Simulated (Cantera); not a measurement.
Input (Python, Cantera) and output of one run.

```python
import numpy as np
import cantera as ct

gas_names = """
    N NO NO2 NO3 N2 N2O O O2 O3 Si SiN SiO SiO2 Si2 Si2N Si3
""".split()
cond_names = """
    Si(cr) Si(L) SiO2(Lqz) SiO2(hqz) SiO2(L) Si2N2O(s) Si3N4(a)
""".split()


# ... load() reads the species with a 1 bar reference pressure and builds the phases ...
atoms = {
    'Si': {'Si': 1},
    'N2O': {'N': 2, 'O': 1},
    'N2': {'N': 2},
}
top_T = {'Si2N2O(s)': 2100, 'Si3N4(a)': 2400}  # K; cautious upper limits of use, not melting points


# ... equilibrate(T, P, feed) seeds the gas with the atoms and calls Mixture.equilibrate('TP', solver="vcs", rtol=1e-11, max_steps=5000) ...
results = []
T = 1325  # K
P = 29  # Pa
for m in [0.59, 0.84, 1.1, 1.3, 1.6, 1.9, 2.1, 2.4, 2.6, 2.9, 3.1, 3.4]:
    feed = {'Si': 1, 'N2O': m, 'N2': 3.3}  # mol
    mix = equilibrate(T, P, feed)
    results.append((T, P, feed, dict(zip(mix.species_names, mix.species_moles))))

top = {s: max(r[3][s] / sum(r[3][g] for g in gas_names) for r in results) for s in gas_names}
cols = sorted((s for s in top if top[s] > 0.0001), key=lambda s: -top[s])[:6]
seen = [c for c in cond_names if any(r[3].get(c, 0) > 1e-12 for r in results)]
print("log10 of partial pressures in bar; condensed amounts in mol")
print(f"{'n(N2O)':>10s}" + "".join(f"{s[:9]:>10s}" for s in cols + seen))
for T, P, feed, n in results:
    ng = sum(n[g] for g in gas_names)
    print(f"{feed['N2O']:10.4g}" + "".join(f"{np.log10(max(n[s] / ng * P / 1e5, 1e-99)):10.3f}" for s in cols)
          + "".join(f"{n.get(c, 0):10.4g}" for c in seen))
```

Result:

```
log10 of partial pressures in bar; condensed amounts in mol
    n(N2O)        N2        O2       SiO        NO SiO2(hqz) Si2N2O(s)
      0.59    -3.538   -22.698    -6.787   -16.060   0.05936    0.4694
      0.84    -3.538   -22.698    -6.787   -16.060     0.226     0.386
       1.1    -3.538   -22.698    -6.787   -16.060    0.3992    0.2992
       1.3    -3.538   -22.698    -6.787   -16.060    0.5325    0.2325
       1.6    -3.538   -22.698    -6.787   -16.060    0.7324    0.1324
       1.9    -3.538   -22.698    -6.787   -16.060    0.9324   0.03236
       2.1    -3.542    -5.578   -15.347    -7.502         1         0
       2.4    -3.553    -5.009   -15.632    -7.223         1         0
       2.6    -3.559    -4.854   -15.709    -7.149         1         0
       2.9    -3.568    -4.708   -15.782    -7.081         1         0
       3.1    -3.573    -4.640   -15.816    -7.049         1         0
       3.4    -3.581    -4.563   -15.855    -7.014         1         0
```

Cantera equilibrium calculation (NASA polynomials, part measured and part estimated; ideal gas, pure solids and liquids). Mutual solubility and eutectic melting of coexisting phases are not modelled. The tables hold silica as quartz up to 1696 K and as liquid above; real silica turns to tridymite and cristobalite and melts near 1996 K.
